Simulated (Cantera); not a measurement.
An adiabatic, constant-volume homogeneous reactor starts with 9.51 % CH4, 19.0 % O2, 71.5 % N2, at 1550 K and 5.00 bar.

Computed with Cantera and GRI-Mech 3.0 (53 species, 325 reactions). Above 3000 K some thermodynamic fits are extrapolated.

Task: Predict: time of steepest temperature rise; temperature at 0.200 s; equilibrium temperature; x(O2) at 0.200 s; x(NO) at 0.200 s; x(CO2) at 0.200 s.

Result: time of steepest temperature rise: 0.196 ms
temperature at 0.200 s: 3059 K
equilibrium temperature: 3059 K
x(O2) at 0.200 s: 0.0181 (gas-phase equilibrium 0.0181)
x(NO) at 0.200 s: 0.0140 (gas-phase equilibrium 0.0140)
x(CO2) at 0.200 s: 0.0464 (gas-phase equilibrium 0.0464)
